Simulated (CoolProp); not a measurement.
Vapour-liquid equilibrium of R143a (1) + isobutane (2) at 1.12 MPa; x and y are mole fractions of (1).

Computed with CoolProp (multi-fluid Helmholtz-energy mixture model, Lemmon and Jacobsen 2000 and Bücker 2006; pair parameters Bell 2016).

Task: Give the bubble temperature and the first vapour's composition at x = 0.575, 0.725, 0.875. Is there an azeotrope?

Result: x = 0.575: 26.6 °C, y = 0.759; x = 0.725: 23.7 °C, y = 0.825; x = 0.875: 21.6 °C, y = 0.906. No azeotrope shows between x = 0.05 and 0.95.

The pair parameters rest on a limited set of measurements; away from them the model extrapolates.
